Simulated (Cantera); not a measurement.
An adiabatic, constant-pressure homogeneous reactor starts with CH₄ : O₂ : N₂ : CO₂ = 1 : 2 : 7.52 : 1.7 (molar parts), equivalence ratio 1.0, at 1350 K and 1.01 bar. Integrator tolerance rtol = 1e-08.

Model: GRI-Mech 3.0 (53 species, 325 reactions), integrated in Cantera.

Question: What does this change do: pressure from 1.01 bar to 1.20 bar?

Answer: 
```tsv
quantity	before	after
time of steepest temperature rise	8.03 ms	7.04 ms
temperature at 5.00 s	2480 K	2489 K
equilibrium temperature	2480 K	2489 K
x(CH₄) at 5.00 s	<1e-12 (gas-phase equilibrium <1e-12)	<1e-12 (gas-phase equilibrium <1e-12)
x(O₂) at 5.00 s	0.0184 (gas-phase equilibrium 0.0184)	0.0180 (gas-phase equilibrium 0.0180)
x(CO₂) at 5.00 s	0.173 (gas-phase equilibrium 0.173)	0.174 (gas-phase equilibrium 0.174)
x(N₂O) at 5.00 s	2.78e-7 (gas-phase equilibrium 2.78e-7)	3.04e-7 (gas-phase equilibrium 3.04e-7)
x(NO₂) at 5.00 s	1.55e-6 (gas-phase equilibrium 1.55e-6)	1.66e-6 (gas-phase equilibrium 1.66e-6)
```
